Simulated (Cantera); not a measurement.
An adiabatic, constant-volume homogeneous reactor starts with CH₄ : O₂ : N₂ = 1 : 3.08 : 11.6 (molar parts), equivalence ratio 0.65, at 1325 K and 100000 Pa. Integrator tolerance rtol = 1e-08.

Detailed kinetics in Cantera: GRI-Mech 3.0 (53 species, 325 reactions).

Question: What does this change do: CH4 1 to 0.5 parts?

Answer: 
```
quantity                                                          before                                      after
---------------------------------  -------------------------------------  -----------------------------------------
time of steepest temperature rise                                6.61 ms                                    4.88 ms
temperature at 4.00 s                                             2654 K                                     2180 K
equilibrium temperature                                           2654 K                                     2180 K
x(CH₄) at 4.00 s                   <1e-12 (gas-phase equilibrium <1e-12)      <1e-12 (gas-phase equilibrium <1e-12)
x(O₂) at 4.00 s                    0.0619 (gas-phase equilibrium 0.0619)        0.131 (gas-phase equilibrium 0.131)
x(C₂H₆) at 4.00 s                  <1e-12 (gas-phase equilibrium <1e-12)      <1e-12 (gas-phase equilibrium <1e-12)
x(CH₃) at 4.00 s                   <1e-12 (gas-phase equilibrium <1e-12)      <1e-12 (gas-phase equilibrium <1e-12)
x(CO) at 4.00 s                    0.0115 (gas-phase equilibrium 0.0115)  0.000369 (gas-phase equilibrium 0.000369)
```

Question: What does this change do: pressure from 100000 Pa to 340000 Pa?

Answer: 
```
quantity                                                          before                                    after
---------------------------------  -------------------------------------  ---------------------------------------
time of steepest temperature rise                                6.61 ms                                  2.40 ms
temperature at 4.00 s                                             2654 K                                   2714 K
equilibrium temperature                                           2654 K                                   2714 K
x(CH₄) at 4.00 s                   <1e-12 (gas-phase equilibrium <1e-12)    <1e-12 (gas-phase equilibrium <1e-12)
x(O₂) at 4.00 s                    0.0619 (gas-phase equilibrium 0.0619)    0.0607 (gas-phase equilibrium 0.0607)
x(C₂H₆) at 4.00 s                  <1e-12 (gas-phase equilibrium <1e-12)    <1e-12 (gas-phase equilibrium <1e-12)
x(CH₃) at 4.00 s                   <1e-12 (gas-phase equilibrium <1e-12)    <1e-12 (gas-phase equilibrium <1e-12)
x(CO) at 4.00 s                    0.0115 (gas-phase equilibrium 0.0115)  0.00874 (gas-phase equilibrium 0.00874)
```
